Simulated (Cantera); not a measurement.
Input (Python, Cantera) and output of one run.

```python
import numpy as np
import cantera as ct

gas_names = """
    Ca CaCL CaCL2 Ca2 CL CL2 N N2
""".split()
cond_names = """
    Ca(a) Ca(b) Ca(L) CaCL2(s) CaCL2(L)
""".split()


def load(file, names, dense=False):
    # The tables refer to 1 bar. Condensed volumes are neglected.
    table = {s.name: s for s in ct.Species.list_from_file(file)}
    out = []
    for n in names:
        d = dict(table[n].input_data)
        d["thermo"] = dict(d["thermo"], **{"reference-pressure": 1e5})
        if dense:
            d["equation-of-state"] = {"model": "constant-volume", "density": "1e6 g/cm^3"}
        out.append(ct.Species.from_dict(d))
    return out


gas = ct.Solution(thermo="ideal-gas", species=load("nasa_gas.yaml", gas_names))
cond = {s.name: ct.Solution(thermo="fixed-stoichiometry", species=[s], name=s.name)
        for s in load("nasa_condensed.yaml", cond_names, dense=True)}
atoms = {
    'CaCl2': {'Ca': 1, 'CL': 2},
    'N2': {'N': 2},
}
top_T = {}  # K; cautious upper limits of use, not melting points


def equilibrate(T, P, feed):
    n = {}
    for name, mol in feed.items():
        for a, k in atoms[name].items():
            n[a] = n.get(a, 0.0) + k * mol
    gas.TPX = T, P, n
    mass = sum(n.values()) * gas.mean_molecular_weight
    gas.equilibrate("TP")
    valid = [c for c in cond.values() if c.min_temp <= T <= top_T.get(c.name, c.max_temp)]
    mix = ct.Mixture([(gas, mass / gas.mean_molecular_weight)] + [(c, 0.0) for c in valid])
    mix.T, mix.P = T, P
    mix.equilibrate("TP", solver="vcs", rtol=1e-11, max_steps=5000)
    return mix


results = []
feed = {'CaCl2': 1, 'N2': 240}  # mol
P = 9600  # Pa
for T in [948, 973, 998, 1023, 1048, 1073, 1098, 1123, 1148, 1173, 1198, 1223]:
    mix = equilibrate(T, P, feed)
    results.append((T, P, feed, dict(zip(mix.species_names, mix.species_moles))))

top = {s: max(r[3][s] / sum(r[3][g] for g in gas_names) for r in results) for s in gas_names}
cols = sorted((s for s in top if top[s] > 0.001), key=lambda s: -top[s])[:7]
seen = [c for c in cond_names if any(r[3].get(c, 0) > 1e-12 for r in results)]
print("log10 of partial pressures in bar; condensed amounts in mol")
print(f"{'T/K':>10s}" + "".join(f"{s[:9]:>10s}" for s in cols + seen))
for T, P, feed, n in results:
    ng = sum(n[g] for g in gas_names)
    print(f"{T:10.4g}" + "".join(f"{np.log10(max(n[s] / ng * P / 1e5, 1e-99)):10.3f}" for s in cols)
          + "".join(f"{n.get(c, 0):10.4g}" for c in seen))
```

Output:

```
log10 of partial pressures in bar; condensed amounts in mol
       T/K        N2  CaCL2(s)  CaCL2(L)
       948    -1.018         1         0
       973    -1.018         1         0
       998    -1.018    0.9999         0
      1023    -1.018    0.9999         0
      1048    -1.018         0    0.9997
      1073    -1.018         0    0.9994
      1098    -1.018         0    0.9987
      1123    -1.018         0    0.9974
      1148    -1.018         0     0.995
      1173    -1.018         0    0.9908
      1198    -1.018         0    0.9833
      1223    -1.018         0    0.9706
```

Equilibrium computed with Cantera from the NASA thermochemical tables; the gas is ideal and each condensed phase is pure.
